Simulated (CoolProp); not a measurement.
Values from CoolProp's reference Helmholtz-energy equation of state, Smukala 2000.

**Question.** Give the vapour pressure (bar), vapour density (kg/m³), enthalpy of vaporisation (kJ/kg), liquid cp (kJ/(kg K)) of saturated ethylene at 210.5, 248.2, 267 K.

**Answer.** 
```csv
T (K),p (bar),vapour density (kg/m³),enthalpy of vaporisation (kJ/kg),liquid cp (kJ/(kg K))
210.5,6.85,12.6,412,2.60
248.2,22.2,42.5,311,3.29
267,35.5,77.8,227,4.78
```
